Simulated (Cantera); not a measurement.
Input (Python, Cantera) and output of one run.

```python
import numpy as np
import cantera as ct

gas_names = """
    H HO2 H2 H2O H2O2 O OH O2 O3 Ti TiO TiO2
""".split()
cond_names = """
    H2O(s) H2O(L) Ti(a) Ti(b) Ti(L) TiO(a) TiO(b) TiO(L) TiO2(ru) TiO2(L) Ti2O3(a) Ti2O3(b) Ti2O3(L)
    Ti3O5(a) Ti3O5(b) Ti3O5(L) Ti4O7(s) Ti4O7(L)
""".split()


# ... load() reads the species with a 1 bar reference pressure and builds the phases ...
atoms = {
    'Ti': {'Ti': 1},
    'O2': {'O': 2},
    'H2': {'H': 2},
}
top_T = {}  # K; cautious upper limits of use, not melting points


# ... equilibrate(T, P, feed) seeds the gas with the atoms and calls Mixture.equilibrate('TP', solver="vcs", rtol=1e-11, max_steps=5000) ...
results = []
feed = {'Ti': 1, 'O2': 0.41, 'H2': 3.7}  # mol
T = 2050  # K
P = 4400  # Pa
mix = equilibrate(T, P, feed)
results.append((T, P, feed, dict(zip(mix.species_names, mix.species_moles))))
x = sorted(zip(gas.X, gas.species_names), reverse=True)
print(f"T = {T:g} K  P = {P:g} Pa  gas = {mix.phase_moles(0):.4g} mol")
print("   x: " + "  ".join(f"{s} {v:.3e}" for v, s in x if v > 1e-05))
print("   condensed (mol): " + ("  ".join(f"{mix.phase(i).name} {mix.phase_moles(i):.4g}"
      for i in range(1, mix.n_phases) if mix.phase_moles(i) > 1e-12) or "none"))
```

It prints:

```
T = 2050 K  P = 4400 Pa  gas = 3.722 mol
   x: H2 9.888e-01  H 1.075e-02  Ti 4.288e-04  TiO 3.491e-05
   condensed (mol): Ti(L) 0.1784  TiO(L) 0.8199
```

Cantera equilibrium calculation (NASA polynomials, part measured and part estimated; ideal gas, pure solids and liquids). Each liquid is taken as pure. Mutual solubility and eutectic melting of coexisting phases are not modelled. TiO: taken at fixed stoichiometry. Condensed phases not in the tables: N, O or C dissolved in the metal.
